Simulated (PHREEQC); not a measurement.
Model water analysis in mg/L, 10 °C, pH 6.3, pe 11.7:

| constituent | mg/L |
|---|---|
| Na | 4.28 |
| K | 0.228 |
| Ca | 16.7 |
| Mg | 2.85 |
| Cl | 16.1 |
| S(6) as SO4 | 21.6 |
| Alkalinity as HCO3 | 20.8 |
| Li | 0.141 |
| Si as SiO2 | 0.0161 |

Valence states are taken as typed.

All values are PHREEQC results (ion-association model, phreeqc.dat), not measurements.

This is a speciation only: nothing precipitates in the calculation.

Q: Estimate the specific conductance, charge-balance error.

A: specific conductance 100 µS/cm; charge-balance error 1.4 %.

Q: In which forms is S present?

A: SO4-2 95 %, CaSO4 4.2 %, MgSO4 1.2 % of the S.

Away from 25 °C the constants follow the database's enthalpies or fits; those with neither stay at their 25 °C values.
